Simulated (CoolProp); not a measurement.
A closed Brayton cycle with dry air: compressor inlet 324.15 K and 7.8 MPa, high pressure 22.5 MPa, turbine inlet 800 K, compressor efficiency 0.85, turbine efficiency 0.85, recuperator effectiveness 0 (on enthalpy, no pinch check). Each further row changes one setting.

Computed with CoolProp (reference Helmholtz-energy equation of state, Lemmon 2000). It is a pseudo-pure fit of the blend.

```
case                           thermal efficiency (%)  net work (kJ/kg)  compressor to turbine work  compressor exit (K)  turbine exit (K)
-----------------------------  ----------------------  ----------------  --------------------------  -------------------  ----------------
as stated                                        12.7              48.1                        0.75                460.2             632.5
turbine inlet 750 K                              11.2              36.1                        0.80                460.2             591.3
compressor inlet 334.15 K                        11.9              43.4                        0.77                474.2             632.5
high pressure 19.1 MPa                           11.7              47.1                        0.71                436.5             655.7
recuperator effectiveness 0.5                    16.8              48.1                        0.75                460.2             632.5
```
